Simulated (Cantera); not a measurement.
A diamond (100) surface in a fixed gas of H2 with x(CH4) = 0.0055, x(H) = 0.0082, at 1248 K, 105 Torr; coverages are run to steady state.

Cantera simulation using the Harris–Goodwin 1993 mechanism for the reconstructed diamond (100) surface; the numbers are that mechanism's predictions, not measurements.

One state of this run: growth (µm/h) = 1.62; θ c6HH = 0.410; θ c6H* = 0.0438; θ c6*H = 0.509; θ c6** = 0.0368; θ c6HM = 0.000227. θ: site fractions in the mechanism's names (c6HH fully hydrogenated, c6H* and c6*H radical sites, c6** diradical, c6HM methylated).

Q: Which value of x(CH3) does it belong to?
A. 0.00015
B. 2e-05
C. 0.0031
D. 0.0011

A: B, 2e-05
